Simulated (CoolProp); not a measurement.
Model: reference Helmholtz-energy equation of state, Lemmon 2006, in CoolProp. It is a short technical equation, of lower accuracy than the large ones.

Q: For CH3F (R41), give the phase and the Z, speed of sound (m/s), fugacity coefficient at 325.3 K and 2110 kPa.

A: 
- 325.3 K and 2110 kPa: gas; Z 0.861, speed of sound 292, fugacity coefficient 0.875
